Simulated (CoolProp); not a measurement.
Vapour pressure (MPa) of ammonia: the reference equation beside estimates from Tc = 405.6 K, pc = 11.36 MPa, ω = 0.256.

Computed with CoolProp (reference Helmholtz-energy equation of state, Gao 2020).

| T (K) | reference | van der Waals | Peng-Robinson |
|---|---|---|---|
| 283.1 | 0.6137 | 2.246 | 0.6112 |
| 287.4 | 0.7102 | ? | 0.7078 |
| 291.7 | 0.8180 | 2.612 | 0.8157 |
| 296.1 | 0.9409 | 2.814 | 0.9388 |
| 300.4 | 1.074 | ? | 1.072 |
| 304.7 | 1.221 | 3.237 | 1.220 |
| 309 | 1.383 | 3.463 | 1.383 |
| 313.3 | 1.561 | 3.698 | 1.561 |
| 317.6 | ? | 3.944 | 1.757 |
| 321.9 | 1.968 | ? | 1.970 |
| 326.2 | 2.199 | ? | 2.203 |
| 330.5 | 2.450 | 4.742 | ? |
| 334.8 | 2.721 | 5.029 | ? |
| 339.1 | ? | 5.327 | 3.025 |

Some entries are withheld; supply them.


- 287.4, van der Waals: 2.424
- 300.4, van der Waals: 3.021
- 317.6, reference: 1.756
- 321.9, van der Waals: 4.200
- 326.2, van der Waals: 4.466
- 330.5, Peng-Robinson: 2.455
- 334.8, Peng-Robinson: 2.729
- 339.1, reference: 3.015

Absolute difference from the reference over all 14 rows, mean and median: van der Waals 154.0 and 143.6 %, Peng-Robinson 0.2 and 0.2 %.
